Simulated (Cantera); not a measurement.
# Ammonia decomposition in nitride growth gas

A perfectly stirred reactor is fed with NH₃ : H₂ = 1 : 15 (molar parts), at 0.0592 atm; it is held at 2400 K, and followed from long to short residence time.

Model: the gas-phase N/H chemistry of the illustrative SiF4/NH3 mechanism in the Surface Chemkin manual (1991), integrated in Cantera. Walls and surfaces, which speed up NH3 decomposition in real reactors, are not modelled.

```tsv
τ (s)	x NH₃	x H₂	x N	x H	x NH	x N₂H₂	x N₂H₄
8.5	2.25e-5	0.910	1.60e-5	0.0615	6.43e-6	2.61e-10	<1e-12
2.3	4.70e-5	0.912	2.96e-5	0.0592	1.24e-5	1.03e-9	<1e-12
0.61	0.000128	0.920	4.93e-5	0.0508	2.43e-5	5.05e-9	<1e-12
0.16	0.00113	0.946	4.25e-5	0.0241	4.55e-5	5.27e-8	1.62e-11
0.043	0.0144	0.955	1.73e-5	0.00775	5.85e-5	3.69e-7	2.70e-10
0.012	0.0377	0.945	1.30e-5	0.00509	6.67e-5	7.99e-7	8.16e-10
0.0031	0.0558	0.937	8.45e-6	0.00384	5.71e-5	8.19e-7	1.04e-9
0.00083	0.0616	0.936	1.65e-6	0.00214	1.99e-5	1.99e-7	3.95e-10
0.00022	0.0623	0.937	4.49e-8	0.000638	1.81e-6	8.25e-9	3.64e-11
```
x: mole fraction; the columns are a selection and need not sum to one.
